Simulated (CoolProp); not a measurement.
Model: reference Helmholtz-energy equation of state, Tillner-Roth 1997, in CoolProp.

Give the vapour pressure (MPa), liquid density (kg/m³), vapour density (kg/m³), enthalpy of vaporisation (kJ/kg) of saturated CH2F2 (R32) at 169.4 K.


| T (K) | p (MPa) | liquid density (kg/m³) | vapour density (kg/m³) | enthalpy of vaporisation (kJ/kg) |
|---|---|---|---|---|
| 169.4 | 0.00270 | 1350 | 0.1000 | 433 |
